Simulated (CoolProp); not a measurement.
Vapour-liquid equilibrium of cyclohexane (1) + toluene (2) at 409.8 K; x and y are mole fractions of (1).

Computed with CoolProp (multi-fluid Helmholtz-energy mixture model, Zhou 2014 and Lemmon 2006; pair parameters Bell 2016).

```csv
x,bubble pressure (MPa),y at the bubble point,dew pressure at overall composition x (MPa),liquid density (mol/L)
0.05,0.2165,0.112,0.2078,8.139
0.125,0.2383,0.249,0.2184,8.109
0.2,0.2587,0.360,0.2300,8.081
0.275,0.2779,0.453,0.2428,8.052
0.35,0.2959,0.531,0.2567,8.025
0.425,0.3128,0.601,0.2719,7.998
0.5,0.3288,0.662,0.2885,7.972
0.575,0.3441,0.719,0.3064,7.947
0.65,0.3586,0.772,0.3256,7.923
0.725,0.3725,0.822,0.3457,7.901
0.8,0.3859,0.871,0.3665,7.881
0.875,0.3988,0.919,0.3871,7.862
0.95,0.4112,0.967,0.4069,7.845
```

No azeotrope shows between x = 0.05 and 0.95.

The pair parameters rest on a limited set of measurements; away from them the model extrapolates.
